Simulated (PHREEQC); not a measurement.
**Copper plating or etch bath**

Make-up at 60 °C: 0.44 mol CuCl2, 1.3 mol HNO3 and 0.53 mol KCl per kg of water. Closed to the air; pH follows from the charge balance.

The numbers come from PHREEQC with the ion-association model, phreeqc.dat.

Precipitation was switched off in this run.

Q: What pH does the model give?

A: pH 0.04.

Q: In which forms is Cl present?

A: Cl- 75 %, CuCl+ 19 %, CuCl2 5.1 % of the Cl.

Ionic strength above about 0.7 mol/kgw puts this run outside the model's range. At this temperature some constants are extrapolated from 25 °C, and those without enthalpy data are left unchanged.
